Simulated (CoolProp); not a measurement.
Hydrogen chloride along the isotherm -106.85 °C: fugacity coefficient from the reference equation and from simpler models built on Tc = 51.5 °C, pc = 83.14 bar, ω = 0.130; each cubic takes its own stable root.

Model: reference Helmholtz-energy equation of state, Thol 2018, in CoolProp.

| p (bar) | phase | reference | van der Waals | Redlich-Kwong | Soave-Redlich-Kwong | Peng-Robinson |
|---|---|---|---|---|---|---|
| 4.62 | liquid | 0.05272 | 0.5653 | 0.05664 | 0.04818 | 0.05123 |
| 9.24 | liquid | 0.02662 | 0.2874 | … | 0.02436 | 0.02587 |
| 13.9 | liquid | 0.01787 | 0.1943 | 0.01925 | 0.01638 | 0.01737 |
| 18.5 | liquid | 0.01356 | 0.1484 | 0.01463 | 0.01244 | 0.01318 |
| 23.1 | liquid | 0.01097 | … | 0.01185 | … | 0.01066 |
| 27.7 | liquid | 0.009236 | 0.1025 | … | 0.008498 | 0.008979 |
| 32.3 | liquid | … | 0.08933 | … | 0.007369 | 0.007777 |
| 36.9 | liquid | 0.007070 | 0.07949 | 0.007669 | 0.006522 | 0.006875 |
| 41.6 | liquid | 0.006334 | 0.07171 | 0.006880 | 0.005851 | 0.006160 |

Task: Complete the blanks.

Result: 
- 9.24, Redlich-Kwong: 0.02864
- 23.1, van der Waals: 0.1208
- 23.1, Soave-Redlich-Kwong: 0.01008
- 27.7, Redlich-Kwong: 0.009991
- 32.3, reference: 0.007998
- 32.3, Redlich-Kwong: 0.008664
